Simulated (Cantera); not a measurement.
Mixture: H2 : O2 : N2 = 1 : 0.333 : 1.25 (molar parts), at 33.0 bar, adiabatic and at constant pressure. Ignition delay is the time to a rise of 400 K.

Model: the H2/O2 subset of GRI-Mech 3.0, which has no nitrogen chemistry, integrated in Cantera. The hydrogen kinetics of GRI-Mech 3.0 are dated; newer H2 mechanisms differ, most at raised pressure. The pressure lies above the range GRI-Mech 3.0 was tuned for (to about 10 atm).

### Question
What does this change do: constant volume in place of constant pressure?

### Answer
```csv
quantity,before,after
delay at 1225 K,62.8 µs,59.0 µs
delay at 1325 K,12.2 µs,11.7 µs
delay at 1425 K,2.15 µs,2.08 µs
delay at 1525 K,0.654 µs,0.627 µs
apparent activation energy between 1475 and 1575 K,160 kJ/mol,160 kJ/mol
```
